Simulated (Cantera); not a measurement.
A perfectly stirred reactor is fed with N2O : H2 : N2 = 1 : 0.03 : 2.7 (molar parts), at 1.01 bar; it is held at 1098 K, and followed from long to short residence time.

Computed with Cantera and GRI-Mech 3.0 (53 species, 325 reactions). GRI-Mech 3.0 was tuned for natural gas; its chemistry of N2O as a main component is partial and can be far from experiment. The mechanism lacks the step 2 NO + O2 → 2 NO2, which can matter for NO2 below about 1400 K. The temperature is held fixed by assumption; the heat of reaction is taken as removed at once.

Task: What does this change do: temperature 1098 to 1500 K?

Result: 
```tsv
quantity	before	after
x(N2O) at τ = 2.50 s	0.218	0.00277
x(H2) at τ = 2.50 s	5.07e-5	1.82e-6
x(H) at τ = 2.50 s	1.24e-8	7.35e-8
x(NO2) at τ = 2.50 s	5.33e-5	8.27e-5
x(H2O2) at τ = 2.50 s	7.96e-9	3.29e-9
x(N2O) at τ = 0.140 s	0.258	0.0332
x(H2) at τ = 0.140 s	0.000583	1.56e-5
x(H) at τ = 0.140 s	2.65e-7	3.58e-7
x(NO2) at τ = 0.140 s	4.40e-6	0.000181
x(H2O2) at τ = 0.140 s	1.85e-8	8.84e-9
```

Task: What does this change do: temperature 1098 to 1550 K?

Result: 
```
quantity                  before     after
----------------------  --------  --------
x(N2O) at τ = 2.50 s       0.218   0.00159
x(H2) at τ = 2.50 s      5.07e-5   1.53e-6
x(H) at τ = 2.50 s       1.24e-8   1.08e-7
x(NO2) at τ = 2.50 s     5.33e-5   6.73e-5
x(H2O2) at τ = 2.50 s    7.96e-9   3.05e-9
x(N2O) at τ = 0.140 s      0.258    0.0205
x(H2) at τ = 0.140 s    0.000583   1.19e-5
x(H) at τ = 0.140 s      2.65e-7   5.44e-7
x(NO2) at τ = 0.140 s    4.40e-6  0.000162
x(H2O2) at τ = 0.140 s   1.85e-8   8.09e-9
```
